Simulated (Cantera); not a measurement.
A freely propagating, adiabatic, planar premixed flame of H2 : O2 : N2 = 1 : 0.238 : 1.07 (molar parts), equivalence ratio 2.1, unburnt at 325 K and 7.90 bar; mixture-averaged transport, grid criteria slope 0.08 and curve 0.16, no radiation.

Cantera simulation using the H2/O2 subset of GRI-Mech 3.0, which has no nitrogen chemistry; the numbers are that mechanism's predictions, not measurements. The hydrogen kinetics of GRI-Mech 3.0 are dated; newer H2 mechanisms differ, most at raised pressure. Burning velocities carry a grid error of a few per cent, more on coarse grids.

Predict: laminar burning velocity; thermal thickness; peak x(HO2); peak x(O); peak x(OH).


| Property | Value |
|---|---|
| laminar burning velocity | 207 cm/s |
| thermal thickness | 0.0315 mm |
| peak x(HO2) | 0.00118 |
| peak x(O) | 0.000708 |
| peak x(OH) | 0.00133 |
